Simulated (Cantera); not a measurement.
**Equilibrium for calcination and drying: MgSO4 + H2 + CO2**

Feed: 1 mol MgSO4, 0.96 mol H2, 4.1 mol CO2, held at 1.00 bar.

Method: chemical equilibrium by Gibbs-energy minimisation in Cantera with the NASA 1993 tables (ideal gas, pure condensed phases). Candidate condensed phases: C, C6H6, C7H8, C8H18, H2O, H2SO4, Mg, MgCO3, MgO, Mg(OH)2, MgS, MgSO4, S; 130 gas species. Mutual solubility and eutectic melting of coexisting phases are not modelled. Gases not in the tables: S3 to S7. The numbers say what is thermodynamically allowed, not how fast it happens.

```tsv
T (°C)	log p CO2	log p SO2	log p H2O	log p CO	log p O2	log p H2S	log p OH	log p S2	n MgO(s)	n MgSO4(s)
527	-0.16	-0.85	-0.80	-4.44	<-12	-2.54	<-12	-2.78	0.864	0.136
627	-0.17	-0.80	-0.80	-5.09	<-12	-6.80	-11.08	-8.19	0.960	0.0401
727	-0.17	-0.80	-0.80	-5.63	-9.50	-10.34	-9.04	<-12	0.960	0.0400
827	-0.17	-0.80	-0.80	-6.06	-5.95	<-12	-7.39	<-12	0.961	0.0394
927	-0.17	-0.79	-0.80	-6.41	-3.03	<-12	-6.01	<-12	0.979	0.0211
1027	-0.17	-0.79	-0.80	-5.71	-2.56	<-12	-5.35	<-12	1.00	0
1127	-0.17	-0.79	-0.80	-4.92	-2.52	<-12	-4.87	<-12	1.00	0
1227	-0.17	-0.78	-0.80	-4.23	-2.50	-11.77	-4.46	<-12	1.00	0
1327	-0.17	-0.78	-0.80	-3.63	-2.48	-10.67	-4.10	<-12	1.000	0
1427	-0.17	-0.78	-0.80	-3.11	-2.44	-9.73	-3.78	-11.27	1.000	0
1527	-0.17	-0.78	-0.80	-2.68	-2.37	-8.95	-3.49	-10.20	1.000	0
1627	-0.18	-0.79	-0.80	-2.31	-2.24	-8.34	-3.21	-9.34	1.000	0
1727	-0.18	-0.79	-0.81	-2.01	-2.09	-7.86	-2.95	-8.66	1.000	0
1827	-0.19	-0.79	-0.81	-1.76	-1.92	-7.48	-2.70	-8.11	1.000	0
```
log p: log10 of the partial pressure in bar; n: condensed amount in mol.

From 527 °C to 927 °C the condensed part is MgO(s) + MgSO4(s). From 1027 °C to 1827 °C the condensed part is MgO(s).
